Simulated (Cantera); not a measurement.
Mixture: CO : H₂ : O₂ : N₂ = 1 : 0.081 : 0.3 : 1.13 (molar parts), equivalence ratio 1.8, at 6.12 atm, adiabatic and at constant pressure. Ignition delay is the time to a rise of 400 K.

Model: GRI-Mech 3.0 (53 species, 325 reactions), integrated in Cantera. The hydrogen kinetics of GRI-Mech 3.0 are dated; newer H2 mechanisms differ, most at raised pressure. Below about 950 K walls govern HO2 and H2O2 in real vessels.

**Question.** What does this change do: pressure from 6.12 atm to 0.316 atm?

**Answer.** 
| quantity | before | after |
|---|---|---|
| delay at 948 K | 9.53 ms | 1.86 ms |
| delay at 1048 K | 0.707 ms | 0.807 ms |
| delay at 1148 K | 72.2 µs | 0.509 ms |
| delay at 1248 K | 20.8 µs | 0.393 ms |
Where the delays flatten at high temperature, the 400 K rule measures the pace of heat release, not the induction time.

**Question.** What does this change do: pressure from 6.12 atm to 0.602 atm?

**Answer.** 
```tsv
quantity	before	after
delay at 948 K	9.53 ms	1.60 ms
delay at 1048 K	0.707 ms	0.447 ms
delay at 1148 K	72.2 µs	0.247 ms
delay at 1248 K	20.8 µs	0.173 ms
```
Where the delays flatten at high temperature, the 400 K rule measures the pace of heat release, not the induction time.
